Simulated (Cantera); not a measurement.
A closed system holds: 1 mol BF3, 4.6 mol H2, 0.37 mol N2, 2.5 mol H2O, at 2273 K and 53.0 Pa.

Cantera equilibrium calculation (NASA polynomials, part measured and part estimated; ideal gas, pure solids and liquids). Candidate condensed phases: B, BN, B2O3, B3O3H3, H2O; 62 gas species. The numbers say what is thermodynamically allowed, not how fast it happens.

Base state: H2 0.332, H 0.210, HF 0.209, H2O 0.106, BOF 0.0703, N2 0.0343, HBO2 0.0153, OH 0.0104 (mole fractions); condensed: gas only.

What changes in the equilibrium state with this change: temperature from 2273 K to 1423 K?


```csv
species,before,after
H2,0.332,0.486
HF,0.209,0.228
H2O,0.106,0.141
H,0.210,0.000201
OH,0.0104,1.27e-6
BOF,0.0703,0.0873
HBO2,0.0153,0.0177
N2,0.0343,0.0391
O,0.00452,<1e-9
O2,0.000604,<1e-9
F,0.000144,1.45e-9
NO,0.000166,3.22e-9
BO,0.00444,2.44e-7
```

What changes in the equilibrium state with this change: H2O from 2.5 to 0.57 mol?


```csv
species,before,after
H2,0.332,0.384
HF,0.209,0.228
H,0.210,0.226
H2O,0.106,2.30e-5
BF,8.20e-6,0.0390
HBO2,0.0153,2.72e-6
OH,0.0104,2.10e-6
BF2,2.19e-6,0.0106
N2,0.0343,0.0437
BOF,0.0703,0.0629
O2,0.000604,<1e-9
B2O3,0.000336,4.91e-8
BO2,0.00180,2.99e-7
```
The tables' values for BF2 are old estimates; treat these amounts as uncertain.

What changes in the equilibrium state with this change: pressure from 53.0 Pa to 10.0 Pa?


```json
[
 {"species": "H", "before": "0.210", "after": "0.388"},
 {"species": "H2", "before": "0.332", "after": "0.213"},
 {"species": "HF", "before": "0.209", "after": "0.182"},
 {"species": "H2O", "before": "0.106", "after": "0.0632"},
 {"species": "O", "before": "0.00452", "after": "0.0223"},
 {"species": "OH", "before": "0.0104", "after": "0.0179"},
 {"species": "HBO2", "before": "0.0153", "after": "0.00893"},
 {"species": "BOF", "before": "0.0703", "after": "0.0602"},
 {"species": "N2", "before": "0.0343", "after": "0.0298"},
 {"species": "O2", "before": "0.000604", "after": "0.00277"},
 {"species": "F", "before": "0.000144", "after": "0.000362"}
]
```
